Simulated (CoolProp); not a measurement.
Vapour-liquid equilibrium of acetone (1) + benzene (2) at 353.4 K; x and y are mole fractions of (1).

Values from CoolProp's multi-fluid Helmholtz-energy mixture model, Lemmon 2006 and Thol 2012; pair parameters Bell 2016.

Question: Give the bubble pressure and the first vapour's composition at x = 0.05, 0.15, 0.35. Is there an azeotrope?

Answer: x = 0.05: 1.115 bar, y = 0.127; x = 0.15: 1.282 bar, y = 0.311; x = 0.35: 1.551 bar, y = 0.543. No azeotrope shows between x = 0.05 and 0.95.

The pair parameters rest on a limited set of measurements; away from them the model extrapolates.
